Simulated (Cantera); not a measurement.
## FeS + H₂ (hydrogen reduction and annealing atmospheres)

Input: 1 mol FeS, a varied amount of H₂, held at 2150 K and 18.0 mbar.

Cantera equilibrium calculation (NASA polynomials, part measured and part estimated; ideal gas, pure solids and liquids). Candidate condensed phases: Fe, FeS, FeS₂, S; 8 gas species. Rates play no part.

| n(H₂) (mol) | x H₂ | x H | x Fe | x SH |
|---|---|---|---|---|
| 90 | 0.949 | 0.0306 | 0.0108 | 0.00362 |
| 120 | 0.954 | 0.0307 | 0.00810 | 0.00289 |
| 160 | 0.958 | 0.0308 | 0.00610 | 0.00229 |
| 210 | 0.960 | 0.0308 | 0.00465 | 0.00182 |
| 280 | 0.962 | 0.0308 | 0.00350 | 0.00141 |
| 370 | 0.964 | 0.0309 | 0.00265 | 0.00110 |
| 500 | 0.965 | 0.0309 | 0.00196 | 0.000836 |
| 660 | 0.966 | 0.0309 | 0.00149 | 0.000646 |
| 880 | 0.967 | 0.0309 | 0.00112 | 0.000492 |
| 1200 | 0.967 | 0.0309 | 0.000819 | 0.000365 |
x: gas mole fraction; nothing condenses.

From 90 mol H₂ to 1200 mol H₂ nothing is condensed. The main Fe-bearing gas is Fe throughout.
